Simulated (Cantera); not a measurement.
## Iron carbonyl, mercury and lead vapours: PbO + H₂ + N₂

Input: 1 mol PbO, 0.081 mol H₂, 0.45 mol N₂, equilibrated at 0.00590 bar.

These are equilibrium values from Cantera (NASA tables, ideal gas, pure condensed phases), not measurements of a reactor. Candidate condensed phases: H₂O, Pb, PbO, PbO₂, Pb₃O₄; 27 gas species. Rates play no part.

```json
[
 {"T (°C)": "425", "x N₂": "0.847", "x H₂O": "0.153", "x Pb": "1.72e-7", "x PbO": "2.44e-11", "x H₂": "5.48e-6", "x Pb₂": "<1e-12", "x OH": "<1e-12", "n Pb(l)": "0.0810", "n PbO(red)": "0.919", "n PbO(yellow)": "0"},
 {"T (°C)": "475", "x N₂": "0.847", "x H₂O": "0.153", "x Pb": "1.48e-6", "x PbO": "6.30e-10", "x H₂": "7.32e-6", "x Pb₂": "<1e-12", "x OH": "<1e-12", "n Pb(l)": "0.0810", "n PbO(red)": "0.919", "n PbO(yellow)": "0"},
 {"T (°C)": "525", "x N₂": "0.847", "x H₂O": "0.153", "x Pb": "9.71e-6", "x PbO": "1.07e-8", "x H₂": "9.53e-6", "x Pb₂": "<1e-12", "x OH": "<1e-12", "n Pb(l)": "0.0810", "n PbO(red)": "0", "n PbO(yellow)": "0.919"},
 {"T (°C)": "575", "x N₂": "0.847", "x H₂O": "0.153", "x Pb": "5.07e-5", "x PbO": "1.29e-7", "x H₂": "1.21e-5", "x Pb₂": "1.07e-11", "x OH": "6.01e-12", "n Pb(l)": "0.0810", "n PbO(red)": "0", "n PbO(yellow)": "0.919"},
 {"T (°C)": "625", "x N₂": "0.847", "x H₂O": "0.152", "x Pb": "0.000220", "x PbO": "1.16e-6", "x H₂": "1.51e-5", "x Pb₂": "1.26e-10", "x OH": "5.14e-11", "n Pb(l)": "0.0809", "n PbO(red)": "0", "n PbO(yellow)": "0.919"},
 {"T (°C)": "675", "x N₂": "0.847", "x H₂O": "0.152", "x Pb": "0.000812", "x PbO": "8.30e-6", "x H₂": "1.85e-5", "x Pb₂": "1.12e-9", "x OH": "3.51e-10", "n Pb(l)": "0.0806", "n PbO(red)": "0", "n PbO(yellow)": "0.919"},
 {"T (°C)": "725", "x N₂": "0.845", "x H₂O": "0.152", "x Pb": "0.00263", "x PbO": "4.83e-5", "x H₂": "2.22e-5", "x Pb₂": "8.03e-9", "x OH": "1.97e-9", "n Pb(l)": "0.0796", "n PbO(red)": "0", "n PbO(yellow)": "0.919"}
]
```
x: gas mole fraction; n: condensed amount in mol.

From 425 °C to 475 °C the condensed part is Pb(l) + PbO(red). From 525 °C to 725 °C the condensed part is Pb(l) + PbO(yellow). The main Pb-bearing gas is Pb throughout.
